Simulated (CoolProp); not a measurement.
Methane along the isotherm 184.3 K: fugacity coefficient from the reference equation and from simpler models built on Tc = 190.6 K, pc = 4599 kPa, ω = 0.011; each cubic takes its own stable root.

Model: reference Helmholtz-energy equation of state, Setzmann 1991, in CoolProp.

| p (kPa) | phase | reference | van der Waals | Soave-Redlich-Kwong |
|---|---|---|---|---|
| 21.8 | gas | 0.9983 | 0.9985 | 0.9982 |
| 34 | gas | 0.9973 | 0.9976 | 0.9972 |
| 52.9 | gas | 0.9958 | 0.9963 | 0.9957 |
| 82.4 | gas | 0.9934 | 0.9942 | 0.9933 |
| 128 | gas | 0.9898 | 0.9911 | 0.9896 |
| 200 | gas | 0.9840 | 0.9860 | 0.9837 |
| 311 | gas | 0.9752 | 0.9783 | 0.9748 |
| 484 | gas | 0.9615 | 0.9662 | 0.9608 |
| 754 | gas | 0.9401 | 0.9474 | 0.9391 |
| 1170 | gas | 0.9074 | 0.9185 | 0.9060 |
| 1830 | gas | 0.8558 | 0.8727 | 0.8540 |
| 2850 | gas | 0.7755 | 0.8009 | 0.7737 |
| 4430 | liquid | 0.6112 | 0.6621 | 0.6150 |
| 6900 | liquid | 0.4301 | 0.4835 | 0.4373 |
